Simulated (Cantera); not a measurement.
An isothermal, constant-pressure homogeneous reactor starts with 41.4 % CH4, 45.5 % CO2, 11.2 % H2, 1.86 % H2O, at 1450 K and 1.60 bar.

Model: GRI-Mech 3.0 (53 species, 325 reactions), integrated in Cantera.

x: mole fraction; the columns are a selection and need not sum to one.

| t (s) | x CH4 | x CO2 | x H2 | x CH2O | x HCO | x C2H6 |
|---|---|---|---|---|---|---|
| 1.00e-5 | 0.414 | 0.455 | 0.112 | 2.79e-12 | <1e-12 | 9.37e-10 |
| 5.01e-5 | 0.414 | 0.455 | 0.112 | 2.99e-10 | <1e-12 | 1.16e-7 |
| 0.000251 | 0.414 | 0.455 | 0.112 | 2.26e-8 | <1e-12 | 8.93e-6 |
| 0.00126 | 0.414 | 0.455 | 0.112 | ? | 1.31e-11 | ? |
| 0.00632 | 0.412 | 0.455 | 0.112 | 1.04e-6 | 6.72e-11 | 0.000418 |
| 0.0317 | 0.404 | 0.449 | 0.116 | 1.27e-6 | 1.03e-10 | 0.000552 |
| 0.159 | 0.365 | 0.419 | 0.135 | 1.13e-6 | 1.74e-10 | 0.000448 |
| 0.796 | 0.237 | 0.292 | 0.173 | 9.38e-7 | 7.25e-10 | 0.000228 |
| 3.99 | 0.0879 | 0.118 | 0.216 | 6.02e-7 | 2.72e-9 | 7.88e-5 |
| 20.0 | 0.0817 | ? | ? | ? | ? | ? |

Problem. What belongs in the gaps?

Solution. 
- 0.00126, x CH2O: 2.79e-7
- 0.00126, x C2H6: 0.000107
- 20.0, x CO2: 0.0795
- 20.0, x H2: 0.286
- 20.0, x CH2O: 2.59e-7
- 20.0, x HCO: 4.30e-9
- 20.0, x C2H6: 6.18e-5
